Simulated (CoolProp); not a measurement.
Vapour-liquid equilibrium of CH2F2 (R32) (1) + fluoroethane (R161) (2) at 245.6 K; x and y are mole fractions of (1).

Values from CoolProp's multi-fluid Helmholtz-energy mixture model, Tillner-Roth 1997 and Wu 2012; pair parameters Bell 2016.

```
x      bubble pressure (bar)  y at the bubble point  dew pressure at overall composition x (bar)  liquid density (mol/L)
-----  ---------------------  ---------------------  -------------------------------------------  ----------------------
0.05                   1.674                  0.105                                        1.619                   16.91
0.125                  1.816                  0.233                                        1.695                   17.21
0.2                    1.946                  0.339                                        1.778                   17.53
0.275                  2.065                  0.428                                        1.866                   17.86
0.35                   2.177                  0.507                                        1.960                   18.21
0.425                  2.284                  0.577                                        2.061                   18.57
0.5                    2.387                  0.642                                        2.168                   18.95
0.575                  2.486                  0.703                                        2.281                   19.35
0.65                   2.583                  0.761                                        2.399                   19.76
0.725                  2.678                  0.816                                        2.522                   20.19
0.8                    2.773                  0.868                                        2.651                   20.65
0.875                  2.867                  0.919                                        2.785                   21.13
0.95                   2.960                  0.968                                        2.925                   21.63
```

No azeotrope shows between x = 0.05 and 0.95.

The pair parameters rest on a limited set of measurements; away from them the model extrapolates.
